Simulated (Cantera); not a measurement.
A closed system holds: 1 mol Si₃N₄, 0.016 mol N₂O, 220 mol H₂, equilibrated at 5.20 Pa.

Method: chemical equilibrium by Gibbs-energy minimisation in Cantera with the NASA 1993 tables (ideal gas, pure condensed phases). Candidate condensed phases: H₂O, Si, SiO₂, Si₂N₂O, Si₃N₄; 35 gas species. The numbers say what is thermodynamically allowed, not how fast it happens.

### Question
At 1775 K, list the 7 most abundant gas species with their mole fractions, and the condensed phases.

### Answer
H₂ 0.939, H 0.0389, Si 0.0128, N₂ 0.00878, SiH 0.000110, SiO 6.97e-5, Si₂ 2.18e-5. Condensed: gas only.
